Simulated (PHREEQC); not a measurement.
3.1 g of hydrous ferric oxide (600 m²/g; 0.2 weak and 0.005 strong sites per Fe, Dzombak-Morel constants, diffuse double layer) in 1 kg of water with 0.001 mol/kgw of an inert sodium salt and 0.086 mmol/kgw NaH2PO4, at 25 °C; the pH is set by adding NaOH or the inert anion's acid. O2 is buffered at 0.21 atm. No CO2 enters from the air. Nothing may precipitate in this run.

Computed with PHREEQC (ion-association model, wateq4f.dat).

```csv
pH,P sorbed (%),surface charge σ (C/m²),surface potential ψ (mV)
4,100.0,0.148,200
4.67,100.0,0.081,178
5.33,100.0,0.042,150
6,100.0,0.020,117
6.67,100.0,0.009,80
7.33,100.0,0.004,43
8,99.9,0.000,4
8.67,99.0,-0.003,-35
9.33,84.4,-0.008,-72
10,24.7,-0.018,-107
10.67,2.3,-0.041,-139
11.33,0.2,-0.095,-164
12,0.0,-0.209,-174
```

Species that the database lacks are ignored. H3PO4, which wateq4f.dat lacks, is added to it with the constant of phreeqc.dat.
